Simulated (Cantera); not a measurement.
A Cantera script and what it prints.

```python
import numpy as np
import cantera as ct

gas_names = [...]  # 114 gases of nasa_gas.yaml made of C, Fe, H, O
cond_names = """
    C(gr) C6H6(L) C7H8(L) C8H18(L),n-octa Fe(a) Fe(c) Fe(d) Fe(L) FeC5O5(L) FeO(s) FeO(L) Fe(OH)2(s)
    Fe(OH)3(s) Fe2O3(s) Fe3O4(s) H2O(s) H2O(L)
""".split()


# ... load() reads the species with a 1 bar reference pressure and builds the phases ...
atoms = {
    'Fe3O4': {'Fe': 3, 'O': 4},
    'C': {'C': 1},
    'H2': {'H': 2},
}
top_T = {'C(gr)': 4500, 'Fe2O3(s)': 1830, 'Fe3O4(s)': 1870}  # K; cautious upper limits of use, not melting points


# ... equilibrate(T, P, feed) seeds the gas with the atoms and calls Mixture.equilibrate('TP', solver="vcs", rtol=1e-11, max_steps=5000) ...
results = []
T = 2150  # K
P = 59  # Pa
for m in [0.2, 0.29, 0.44, 0.66, 1, 1.5, 2.3, 3.4, 5.1, 7.7, 12]:
    feed = {'Fe3O4': 1, 'C': 0.49, 'H2': m}  # mol
    mix = equilibrate(T, P, feed)
    results.append((T, P, feed, dict(zip(mix.species_names, mix.species_moles))))

top = {s: max(r[3][s] / sum(r[3][g] for g in gas_names) for r in results) for s in gas_names}
cols = sorted((s for s in top if top[s] > 1e-06), key=lambda s: -top[s])[:6]
seen = [c for c in cond_names if any(r[3].get(c, 0) > 1e-12 for r in results)]
print("log10 of partial pressures in bar; condensed amounts in mol")
print(f"{'n(H2)':>10s}" + "".join(f"{s[:9]:>10s}" for s in cols + seen))
for T, P, feed, n in results:
    ng = sum(n[g] for g in gas_names)
    print(f"{feed['H2']:10.4g}" + "".join(f"{np.log10(max(n[s] / ng * P / 1e5, 1e-99)):10.3f}" for s in cols)
          + "".join(f"{n.get(c, 0):10.4g}" for c in seen))
```

It prints:

```
log10 of partial pressures in bar; condensed amounts in mol
     n(H2)        H2        Fe       H2O       CO2        CO         H    FeO(L)
       0.2    -4.978    -4.007    -4.052    -3.762    -3.979    -4.864     2.786
      0.29    -4.821    -3.957    -3.945    -3.837    -4.004    -4.786     2.733
      0.44    -4.663    -3.892    -3.852    -3.950    -4.052    -4.706     2.631
      0.66    -4.535    -3.827    -3.790    -4.088    -4.125    -4.643     2.462
         1    -4.436    -3.768    -3.749    -4.250    -4.227    -4.593     2.177
       1.5    -4.367    -3.722    -3.725    -4.419    -4.352    -4.558     1.738
       2.3    -4.318    -3.688    -3.711    -4.603    -4.501    -4.534     1.019
       3.4    -4.287    -3.666    -3.703    -4.773    -4.649    -4.519   0.01789
       5.1    -3.957    -3.731    -3.713    -5.090    -4.625    -4.353         0
       7.7    -3.718    -3.837    -3.799    -5.468    -4.679    -4.234         0
        12    -3.563    -3.976    -3.929    -5.867    -4.793    -4.157         0
```

Cantera equilibrium calculation (NASA polynomials, part measured and part estimated; ideal gas, pure solids and liquids). The tables' stoichiometric FeO is somewhat more stable than real wüstite, so its field is too wide. FeO: taken at fixed stoichiometry.
